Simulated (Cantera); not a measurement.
Input: 1 mol Fe(CO)5, 0.17 mol CO, 27 mol N2, equilibrated at 0.255 Torr.

Method: chemical equilibrium by Gibbs-energy minimisation in Cantera with the NASA 1993 tables (ideal gas, pure condensed phases). Candidate condensed phases: C, Fe, Fe(CO)5, FeO, Fe2O3, Fe3O4; 27 gas species. Condensed phases not in the tables: cementite and carbon dissolved in iron. Rates play no part.

### Question
At 625 °C, list the 3 most abundant gas species with their mole fractions, and the condensed phases.

### Answer
N2 0.839, CO 0.161, CO2 5.15e-5. Condensed: C(graphite) + Fe(α).
